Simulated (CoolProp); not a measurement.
The numbers come from the reference Helmholtz-energy equation of state, Lemmon 2006 in CoolProp. It is a short technical equation, of lower accuracy than the large ones.

Q: Give the vapour pressure (MPa), liquid cp (kJ/(kg K)), vapour Z, liquid viscosity (µPa s) of saturated toluene at 314, 372.5, 416.3 K.

A: 
```
T (K)  p (MPa)  liquid cp (kJ/(kg K))  vapour Z  liquid viscosity (µPa s)
-----  -------  ---------------------  --------  ------------------------
314    0.00821                   1.75     0.993                       461
372.5   0.0728                   1.96     0.968                       271
416.3    0.235                   2.13     0.927                       198
```

Viscosity comes from a separate model (Avgeri 2015).
